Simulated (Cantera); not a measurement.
A perfectly stirred reactor is fed with NH3 : H2 = 1 : 5.9 (molar parts), at 0.133 bar; it is held at 1850 K, and followed from long to short residence time.

Computed with Cantera and the gas-phase N/H chemistry of the illustrative SiF4/NH3 mechanism in the Surface Chemkin manual (1991). Walls and surfaces, which speed up NH3 decomposition in real reactors, are not modelled.

Task: What does this change do: pressure from 0.133 bar to 0.0130 bar?

Result: 
```json
[
 {"quantity": "x(NH3) at τ = 13.0 s", "before": "0.0193", "after": "0.0637"},
 {"quantity": "x(H2) at τ = 13.0 s", "before": "0.925", "after": "0.900"},
 {"quantity": "x(N) at τ = 13.0 s", "before": "2.13e-7", "after": "4.15e-7"},
 {"quantity": "x(NH2) at τ = 13.0 s", "before": "4.29e-5", "after": "0.000120"},
 {"quantity": "x(NH) at τ = 13.0 s", "before": "1.51e-6", "after": "3.53e-6"},
 {"quantity": "x(NH3) at τ = 0.200 s", "before": "0.130", "after": "0.143"},
 {"quantity": "x(H2) at τ = 0.200 s", "before": "0.863", "after": "0.856"},
 {"quantity": "x(N) at τ = 0.200 s", "before": "2.12e-7", "after": "2.80e-7"},
 {"quantity": "x(NH2) at τ = 0.200 s", "before": "0.000155", "after": "0.000181"},
 {"quantity": "x(NH) at τ = 0.200 s", "before": "2.87e-6", "after": "3.57e-6"}
]
```

Task: What does this change do: H2 5.9 to 11 parts?

Result: 
| quantity | before | after |
|---|---|---|
| x(NH3) at τ = 13.0 s | 0.0193 | 0.0121 |
| x(H2) at τ = 13.0 s | 0.925 | 0.954 |
| x(N) at τ = 13.0 s | 2.13e-7 | 2.05e-7 |
| x(NH2) at τ = 13.0 s | 4.29e-5 | 3.10e-5 |
| x(NH) at τ = 13.0 s | 1.51e-6 | 1.26e-6 |
| x(NH3) at τ = 0.200 s | 0.130 | 0.0758 |
| x(H2) at τ = 0.200 s | 0.863 | 0.920 |
| x(N) at τ = 0.200 s | 2.12e-7 | 2.04e-7 |
| x(NH2) at τ = 0.200 s | 0.000155 | 0.000106 |
| x(NH) at τ = 0.200 s | 2.87e-6 | 2.33e-6 |

Task: What does this change do: pressure from 0.133 bar to 0.0230 bar?

Result: 
| quantity | before | after |
|---|---|---|
| x(NH3) at τ = 13.0 s | 0.0193 | 0.0504 |
| x(H2) at τ = 13.0 s | 0.925 | 0.908 |
| x(N) at τ = 13.0 s | 2.13e-7 | 3.47e-7 |
| x(NH2) at τ = 13.0 s | 4.29e-5 | 9.64e-5 |
| x(NH) at τ = 13.0 s | 1.51e-6 | 2.90e-6 |
| x(NH3) at τ = 0.200 s | 0.130 | 0.141 |
| x(H2) at τ = 0.200 s | 0.863 | 0.857 |
| x(N) at τ = 0.200 s | 2.12e-7 | 2.86e-7 |
| x(NH2) at τ = 0.200 s | 0.000155 | 0.000181 |
| x(NH) at τ = 0.200 s | 2.87e-6 | 3.61e-6 |
